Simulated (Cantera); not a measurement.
## TiO2 + H2 (hydrogen reduction and annealing atmospheres)

A closed system holds: 1 mol TiO2, 0.57 mol H2, equilibrated at 2175 K and 0.740 bar.

These are equilibrium values from Cantera (NASA tables, ideal gas, pure condensed phases), not measurements of a reactor. Candidate condensed phases: H2O, Ti, TiO, TiO2, Ti2O3, Ti3O5, Ti4O7; 12 gas species. Condensed phases not in the tables: Magnéli phases beyond Ti4O7. Kinetics and transport are ignored.

```json
{
  "x(H2)": "0.558",
  "x(H2O)": "0.437",
  "x(H)": "0.00424",
  "x(OH)": "0.000446",
  "x(TiO2)": "4.12e-6",
  "x(O)": "2.37e-6",
  "n(Ti4O7(l))": "0.250 mol",
  "gas_amount": "0.5713 mol",
  "log10 activity of Ti3O5(l) (absent)": "-0.31",
  "log10 activity of Ti2O3(l) (absent)": "-1.02",
  "log10 activity of Ti(l) (absent)": "-7.17"
}
```
